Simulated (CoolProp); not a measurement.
Vapour-liquid equilibrium of octamethyltrisiloxane (MDM) (1) + octamethylcyclotetrasiloxane (D4) (2) at 0.18 MPa; x and y are mole fractions of (1).

The numbers come from the multi-fluid Helmholtz-energy mixture model, Thol 2017 and Thol 2015; pair parameters Bell 2016 in CoolProp.

**Question.** Give the bubble temperature and the first vapour's composition at x = 0.2, 0.5, 0.95. Is there an azeotrope?

**Answer.** x = 0.2: 193.9 °C, y = 0.286; x = 0.5: 186.5 °C, y = 0.613; x = 0.95: 176.9 °C, y = 0.969. No azeotrope shows between x = 0.05 and 0.95.

Pair parameters are fitted to limited data, so mixtures are less certain than the pure fluids.
